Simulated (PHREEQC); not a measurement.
A solution holds 0.037 mol H2SO4, 0.0047 mol FeCl3 and 0.0011 mol KCl per kg of water, at 25 °C. Closed to the air; pH follows from the charge balance.

Model: ion-association model, wateq4f.dat, run in PHREEQC.

Precipitation was switched off in this run.

Question: Order these Fe species by the share of Fe that they hold, largest first: Fe(SO4)2-, FeHSO4+2, FeSO4+, Fe+3, FeCl+2.

Answer: FeSO4+ (70 %), FeHSO4+2 (16 %), Fe(SO4)2- (6.6 %), Fe+3 (5.8 %), FeCl+2 (1.0 %)

Question: Order these S species by the share of S that they hold, largest first: SO4-2, Fe(SO4)2-, FeSO4+, HSO4-, FeHSO4+2.

Answer: HSO4- (60 %), SO4-2 (27 %), FeSO4+ (8.9 %), FeHSO4+2 (2.0 %), Fe(SO4)2- (1.7 %)

The pH is 1.37 and the ionic strength 0.0697 mol/kgw. Examples of supersaturated solids here: Hematite (slow to form), Goethite (slow to form). Others may be too.
